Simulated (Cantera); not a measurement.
What does this Cantera script print?

```python
import numpy as np
import cantera as ct

gas = ct.Solution("gri30.yaml")


def delay(T, t_max=10):
    gas.TPX = T, 460000, {'C3H8': 1, 'O2': 2.27, 'N2': 15.2}
    reactor = ct.IdealGasReactor(gas, clone=False)
    net = ct.ReactorNet([reactor])
    net.rtol, net.atol = 1e-8, 1e-16
    while net.time < t_max:
        t_old, T_old = net.time, reactor.T
        net.step()
        if reactor.T > T + 400:  # ignition: a rise of 400 K
            return t_old + (T + 400 - T_old) / (reactor.T - T_old) * (net.time - t_old)
    return np.nan


taus = []
for T in [1175, 1225, 1275, 1325, 1375, 1425]:
    taus.append(delay(T))
    print(f"T0 = {T:6g} K   tau = {taus[-1]:.4e} s")
```

It prints:

```
T0 =   1175 K   tau = 6.5838e-03 s
T0 =   1225 K   tau = 2.4667e-03 s
T0 =   1275 K   tau = 9.9397e-04 s
T0 =   1325 K   tau = 4.3477e-04 s
T0 =   1375 K   tau = 2.0677e-04 s
T0 =   1425 K   tau = 1.0661e-04 s
```

Model: GRI-Mech 3.0 (53 species, 325 reactions), integrated in Cantera. GRI-Mech 3.0 was tuned for natural gas; its chemistry of propane as a main component is partial and can be far from experiment.
